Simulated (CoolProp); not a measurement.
Vapour pressure (bar) of n-perfluoropentane: the reference equation beside estimates from Tc = 421.0 K, pc = 20.63 bar, ω = 0.436.

Computed with CoolProp (reference Helmholtz-energy equation of state, Gao 2022).

```
T (K)  reference  Lee-Kesler  Redlich-Kwong  Soave-Redlich-Kwong
-----  ---------  ----------  -------------  -------------------
296.5     0.8103      0.8109          1.899               0.8103
299.6     0.9116      0.9128          2.070               0.9122
302.7      1.022       1.024          2.252                1.024
305.8      1.144       1.147          2.446                1.146
309        1.280       1.284          2.658                1.284
312.1      1.424       1.429            [?]                1.430
315.2      1.580       1.586          3.104                  [?]
318.3      1.750       1.757          3.347                1.759
321.5      1.939       1.947          3.610                1.951
324.6      2.136       2.146          3.879                2.152
327.7      2.349       2.360          4.162                2.368
330.8      2.577       2.590          4.458                2.601
334        2.830       2.845          4.780                2.859
337.1        [?]       3.109          5.106                3.128
```

**Question.** Some entries are withheld; supply them.

**Answer.** 
- 312.1, Redlich-Kwong: 2.875
- 315.2, Soave-Redlich-Kwong: 1.588
- 337.1, reference: 3.093

Absolute difference from the reference over all 14 rows, mean and median: Lee-Kesler 0.4 and 0.4 %, Redlich-Kwong 96.1 and 93.9 %, Soave-Redlich-Kwong 0.5 and 0.5 %.
